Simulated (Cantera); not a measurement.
A closed system holds: 1 mol N2O, 0.18 mol H2O, a varied amount of N2, equilibrated at 3350 K and 90.0 Torr.

These are equilibrium values from Cantera (NASA tables, ideal gas, pure condensed phases), not measurements of a reactor. Candidate condensed phases: H2O; 24 gas species. Kinetics and transport are ignored.

x: gas mole fraction; nothing condenses.

```
n(N2) (mol)   x N2         x O         x H        x O2        x NO        x OH
-----------  -----  ----------  ----------  ----------  ----------  ----------
0.46         0.530       0.247      0.0895      0.0662      0.0321      0.0262
0.68         0.563       0.232      0.0843  (withheld)      0.0311  (withheld)
1            0.603       0.213      0.0779      0.0496      0.0297      0.0197
1.5          0.652       0.190      0.0697      0.0394      0.0275      0.0157
2.1          0.696       0.169      0.0620      0.0310      0.0252      0.0124
3.2          0.753       0.141      0.0517      0.0215      0.0218     0.00860
4.6          0.800       0.116      0.0427      0.0147      0.0186     0.00589
6.8          0.845      0.0917      0.0337     0.00916      0.0151     0.00366
10           0.883      0.0705      0.0258     0.00541      0.0119     0.00216
15           0.916      0.0519      0.0190     0.00293     0.00889     0.00117
21           0.936  (withheld)  (withheld)  (withheld)  (withheld)  (withheld)
32           0.956      0.0275     0.00998    0.000823     0.00481    0.000325
```

Complete the blanks.


- 0.68, x O2: 0.0585
- 0.68, x OH: 0.0232
- 21, x O: 0.0395
- 21, x H: 0.0144
- 21, x O2: 0.00170
- 21, x NO: 0.00684
- 21, x OH: 0.000673
